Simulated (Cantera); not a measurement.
An adiabatic, constant-pressure homogeneous reactor starts with 2.94 % CH₄, 7.00 % O₂, 70.0 % N₂, 20.0 % CO₂, equivalence ratio 0.84, at 1198 K and 101000 Pa.

Cantera simulation using GRI-Mech 3.0 (53 species, 325 reactions); the numbers are that mechanism's predictions, not measurements.

Task: Predict: time of steepest temperature rise; temperature at 10.0 s; equilibrium temperature; x(O₂) at 10.0 s; x(CO₂) at 10.0 s; x(NO) at 10.0 s; x(H₂) at 10.0 s.

Result: 
```
Quantity                                                              Value
---------------------------------  ----------------------------------------
time of steepest temperature rise                                   0.162 s
temperature at 10.0 s                                                1773 K
equilibrium temperature                                              1771 K
x(O₂) at 10.0 s                       0.0113 (gas-phase equilibrium 0.0109)
x(CO₂) at 10.0 s                        0.229 (gas-phase equilibrium 0.229)
x(NO) at 10.0 s                    6.18e-5 (gas-phase equilibrium 0.000811)
x(H₂) at 10.0 s                     2.30e-5 (gas-phase equilibrium 2.31e-5)
```
